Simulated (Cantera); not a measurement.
Charge: 1 mol Si3N4, 0.041 mol CO2, 890 mol N2, at 10.0 mbar.

These are equilibrium values from Cantera (NASA tables, ideal gas, pure condensed phases), not measurements of a reactor. Candidate condensed phases: C, Si, SiC, SiO2, Si2N2O, Si3N4; 34 gas species. Mutual solubility and eutectic melting of coexisting phases are not modelled. Equilibrium is a limit: real reactors are often held back by kinetics, nucleation or transport.

**Question.** What share of the Si ends up in condensed phases as a function of T (K), at 1300, 1350, 1400, 1450, 1500, 1550, 1600, 1650, 1700, 1750, 1800?

**Answer.** 
| T (K) | Si condensed (%) | as |
|---|---|---|
| 1300 | 100.0 | Si2N2O(s) + Si3N4(s) |
| 1350 | 100.0 | Si2N2O(s) + Si3N4(s) |
| 1400 | 100.0 | Si2N2O(s) + Si3N4(s) |
| 1450 | 99.9 | Si2N2O(s) + Si3N4(s) |
| 1500 | 99.6 | Si2N2O(s) + Si3N4(s) |
| 1550 | 98.6 | Si3N4(s) |
| 1600 | 98.6 | Si3N4(s) |
| 1650 | 98.5 | Si3N4(s) |
| 1700 | 97.7 | SiC(s) + Si3N4(s) |
| 1750 | 95.1 | SiC(s) + Si3N4(s) |
| 1800 | 87.1 | SiC(s) + Si3N4(s) |
